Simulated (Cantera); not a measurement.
A closed system holds: 1 mol HI, 1.7 mol H2, 0.31 mol O2, at 1025 K and 16.0 mbar.

Equilibrium computed with Cantera from the NASA thermochemical tables; the gas is ideal and each condensed phase is pure. Candidate condensed phases: H2O, I2; 12 gas species. The numbers say what is thermodynamically allowed, not how fast it happens.

Problem. What is the equilibrium state?

Solution. 
```
Property                             Result
--------------------------------  ---------
x(H2)                                 0.422
x(HI)                                 0.298
x(H2O)                                0.224
x(I)                                 0.0479
x(I2)                               0.00758
gas amount                        2.766 mol
log10 activity of I2(l) (absent)      -6.01
```
